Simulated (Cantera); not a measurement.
Feed: 1 mol Fe2O3, 2.4 mol C, 0.68 mol CO, at 3.10 bar.

Method: chemical equilibrium by Gibbs-energy minimisation in Cantera with the NASA 1993 tables (ideal gas, pure condensed phases). Candidate condensed phases: C, Fe, Fe(CO)5, FeO, Fe2O3, Fe3O4; 15 gas species. Each liquid is taken as pure. Mutual solubility and eutectic melting of coexisting phases are not modelled. The tables' stoichiometric FeO is somewhat more stable than real wüstite, so its field is too wide. FeO: taken at fixed stoichiometry. Condensed phases not in the tables: cementite and carbon dissolved in iron. Kinetics and transport are ignored.

x: gas mole fraction; n: condensed amount in mol.

```
T (°C)   x CO   x CO2      x Fe     x FeO       x O      x O2  n C(graphite)  n FeO(s)  n Fe(γ)  n Fe(δ)  n FeO(l)  n Fe(l)
------  -----  ------  --------  --------  --------  --------  -------------  --------  -------  -------  --------  -------
800     0.753   0.247    <1e-12    <1e-12    <1e-12    <1e-12           1.73      2.00        0        0         0        0
950     0.835   0.165  3.41e-11    <1e-12    <1e-12    <1e-12              0    0.0912     1.91        0         0        0
1100    0.850   0.150       [?]       [?]    <1e-12    <1e-12              0       [?]     1.86        0         0        0
1250    0.862   0.138   7.83e-8  1.47e-10  1.95e-12    <1e-12              0     0.176     1.82        0         0        0
1400    0.875     [?]       [?]       [?]       [?]       [?]              0         0        0      [?]       [?]        0
1550    0.896   0.104   1.31e-5   7.47e-8   1.48e-9  2.96e-10              0         0        0        0     0.279     1.72
1700    0.905  0.0944   8.65e-5   7.55e-7   1.92e-8   3.88e-9              0         0        0        0     0.309     1.69
1850    0.913  0.0867  0.000430   5.40e-6   1.74e-7   3.52e-8              0         0        0        0     0.333     1.67
2000    0.918  0.0804   0.00171   2.93e-5   1.17e-6   2.38e-7              0         0        0        0     0.352     1.64
2150    0.919  0.0752   0.00566  0.000127   6.26e-6   1.26e-6              0         0        0        0     0.367     1.62
2300    0.913  0.0704    0.0162  0.000457   2.74e-5   5.52e-6              0         0        0        0     0.378     1.57
```

Fill in the missing entries.


- 1400, x CO2: 0.125
- 1400, x Fe: 1.29e-6
- 1400, x FeO: 4.75e-9
- 1400, x O: 7.69e-11
- 1400, x O2: 1.64e-11
- 1400, n Fe(δ): 1.79
- 1400, n FeO(l): 0.215
- 1100, x Fe: 2.52e-9
- 1100, x FeO: 2.00e-12
- 1100, n FeO(s): 0.139
